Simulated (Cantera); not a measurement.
An isothermal, constant-pressure homogeneous reactor starts with NO : N2 = 1 : 1.9 (molar parts), at 1873 K and 570 Torr. Integrator tolerance rtol = 1e-08.

Model: GRI-Mech 3.0 (53 species, 325 reactions), integrated in Cantera.

What does this change do: temperature 1873 to 2073 K?


```json
[
 {"quantity": "x(NO) at 30.0 s", "before": "0.0113 (gas-phase equilibrium 0.00487)", "after": "0.00853 (gas-phase equilibrium 0.00853)"},
 {"quantity": "x(N2O) at 30.0 s", "before": "2.87e-7 (gas-phase equilibrium 2.48e-7)", "after": "4.25e-7 (gas-phase equilibrium 4.25e-7)"},
 {"quantity": "x(NO2) at 30.0 s", "before": "1.91e-5 (gas-phase equilibrium 8.27e-6)", "after": "1.02e-5 (gas-phase equilibrium 1.02e-5)"},
 {"quantity": "x(O) at 30.0 s", "before": "0.000111 (gas-phase equilibrium 0.000112)", "after": "0.000543 (gas-phase equilibrium 0.000543)"},
 {"quantity": "x(O2) at 30.0 s", "before": "0.167 (gas-phase equilibrium 0.170)", "after": "0.168 (gas-phase equilibrium 0.168)"},
 {"quantity": "x(N2) at 30.0 s", "before": "0.822 (gas-phase equilibrium 0.825)", "after": "0.823 (gas-phase equilibrium 0.823)"}
]
```

What does this change do: pressure from 570 Torr to 30.0 Torr?


| quantity | before | after |
|---|---|---|
| x(NO) at 30.0 s | 0.0113 (gas-phase equilibrium 0.00487) | 0.166 (gas-phase equilibrium 0.00487) |
| x(N2O) at 30.0 s | 2.87e-7 (gas-phase equilibrium 2.48e-7) | 9.16e-6 (gas-phase equilibrium 5.67e-8) |
| x(NO2) at 30.0 s | 1.91e-5 (gas-phase equilibrium 8.27e-6) | 4.65e-5 (gas-phase equilibrium 1.89e-6) |
| x(O) at 30.0 s | 0.000111 (gas-phase equilibrium 0.000112) | 0.000365 (gas-phase equilibrium 0.000490) |
| x(O2) at 30.0 s | 0.167 (gas-phase equilibrium 0.170) | 0.0889 (gas-phase equilibrium 0.170) |
| x(N2) at 30.0 s | 0.822 (gas-phase equilibrium 0.825) | 0.744 (gas-phase equilibrium 0.825) |
Radical loss at walls, strong at low pressure, is not modelled.
